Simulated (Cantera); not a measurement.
An isothermal, constant-pressure homogeneous reactor starts with C2H4 : H2 = 1 : 43 (molar parts), at 1300 K and 0.00260 bar. Integrator tolerance rtol = 1e-08.

Cantera simulation using GRI-Mech 3.0 (53 species, 325 reactions); the numbers are that mechanism's predictions, not measurements. GRI-Mech 3.0 was tuned for natural gas; its chemistry of ethylene as a main component is partial and can be far from experiment. GRI-Mech 3.0 stops at C3 and has no aromatics, soot or wall deposition, so with more carbon than oxygen in the feed, carbon stays in small species such as C2H2 where larger ones or solid carbon would form. Radical loss at walls, strong at low pressure, is not modelled.

Question: What does this change do: H2 43 to 10 parts?

Answer: 
```
quantity                                             before                                     after
----------------  -----------------------------------------  ----------------------------------------
x(C2H4) at 100 s  0.000599 (gas-phase equilibrium 0.000146)  0.00188 (gas-phase equilibrium 0.000540)
x(H2) at 100 s          0.978 (gas-phase equilibrium 0.976)       0.916 (gas-phase equilibrium 0.913)
x(C2H6) at 100 s    4.56e-8 (gas-phase equilibrium 1.87e-8)   1.42e-7 (gas-phase equilibrium 6.44e-8)
x(CH2) at 100 s     <1e-12 (gas-phase equilibrium 2.15e-11)   <1e-12 (gas-phase equilibrium 4.12e-11)
x(C2H2) at 100 s      0.0216 (gas-phase equilibrium 0.0203)     0.0815 (gas-phase equilibrium 0.0801)
x(CH4) at 100 s     4.95e-5 (gas-phase equilibrium 0.00366)  0.000179 (gas-phase equilibrium 0.00657)
x(H) at 100 s       1.07e-5 (gas-phase equilibrium 2.16e-5)   1.23e-5 (gas-phase equilibrium 2.09e-5)
```

Question: What does this change do: pressure from 0.00260 bar to 0.00130 bar?

Answer: 
```
quantity                                             before                                    after
----------------  -----------------------------------------  ---------------------------------------
x(C2H4) at 100 s  0.000599 (gas-phase equilibrium 0.000146)  0.00610 (gas-phase equilibrium 7.66e-5)
x(H2) at 100 s          0.978 (gas-phase equilibrium 0.976)      0.978 (gas-phase equilibrium 0.977)
x(C2H6) at 100 s    4.56e-8 (gas-phase equilibrium 1.87e-8)  1.37e-7 (gas-phase equilibrium 4.89e-9)
x(CH2) at 100 s     <1e-12 (gas-phase equilibrium 2.15e-11)  <1e-12 (gas-phase equilibrium 2.20e-11)
x(C2H2) at 100 s      0.0216 (gas-phase equilibrium 0.0203)    0.0163 (gas-phase equilibrium 0.0213)
x(CH4) at 100 s     4.95e-5 (gas-phase equilibrium 0.00366)  1.61e-5 (gas-phase equilibrium 0.00187)
x(H) at 100 s       1.07e-5 (gas-phase equilibrium 2.16e-5)  4.49e-6 (gas-phase equilibrium 3.05e-5)
```
